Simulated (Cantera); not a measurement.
Adiabatic ignition

An adiabatic, constant-volume homogeneous reactor starts with CH3OH : O2 : N2 = 1 : 1 : 5.76 (molar parts), at 1300 K and 1.01 bar.

Computed with Cantera and GRI-Mech 3.0 (53 species, 325 reactions). GRI-Mech 3.0 was tuned for natural gas; its chemistry of methanol as a main component is partial and can be far from experiment.

```
t (s)     T (K)  P (bar)  x CH3OH      x O2    x H2O2     x NO     x N2O    x CH3    x CO2
--------  -----  -------  -------  --------  --------  -------  --------  -------  -------
3.00e-6    1300     1.01    0.129     0.129  2.16e-12   <1e-12    <1e-12  9.71e-8  2.28e-8
8.77e-6    1300     1.01    0.129     0.129  7.37e-11   <1e-12    <1e-12  2.47e-7  6.84e-8
2.56e-5    1300     1.01    0.129     0.129   2.17e-9   <1e-12  1.25e-12  5.01e-7  2.02e-7
7.50e-5    1300     1.01    0.129     0.129   5.59e-8   <1e-12  1.19e-11  6.53e-7  5.91e-7
0.000219   1300     1.01    0.129     0.129   9.53e-7   <1e-12  1.07e-10  5.96e-7  1.73e-6
0.000641   1300     1.01    0.129     0.129   1.01e-5   <1e-12  8.78e-10  4.65e-7  5.10e-6
0.00187    1335     1.05    0.114     0.121  0.000896   <1e-12   1.34e-8  2.61e-7  4.94e-5
0.00548    2666     2.37   <1e-12   0.00100   8.34e-8  0.00171   1.43e-7   <1e-12   0.0413
0.0160     2665     2.37   <1e-12  0.000987   8.27e-8  0.00189   1.47e-7   <1e-12   0.0413
0.0468     2665     2.37   <1e-12  0.000987   8.27e-8  0.00189   1.47e-7   <1e-12   0.0413
0.137      2665     2.37   <1e-12  0.000987   8.27e-8  0.00189   1.47e-7   <1e-12   0.0413
0.400      2665     2.37   <1e-12  0.000987   8.27e-8  0.00189   1.47e-7   <1e-12   0.0413
```
x: mole fraction; the columns are a selection and need not sum to one.

```yaml
time_of_steepest_temperature_rise: 2.05 ms
temperature at 0.400 s: 2665 K
equilibrium_temperature: 2665 K
x(CH3OH) at 0.400 s: <1e-12 (gas-phase equilibrium <1e-12)
x(O2) at 0.400 s: 0.000987 (gas-phase equilibrium 0.000987)
x(H2O2) at 0.400 s: 8.27e-8 (gas-phase equilibrium 8.27e-8)
```
